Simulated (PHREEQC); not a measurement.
Solution (9.8 °C): 0.035 mol/kgw KOH and 0.0018 mol/kgw NaAlO2. Closed to the air; pH follows from the charge balance.

Equilibrium calculation in PHREEQC: ion-association model, wateq4f.dat.

Precipitation was switched off in this run.

Task: Predict the pH.

Result: pH 13.01.

Complexes and solids missing from the database can't appear. Constants without temperature data keep their 25 °C values here.
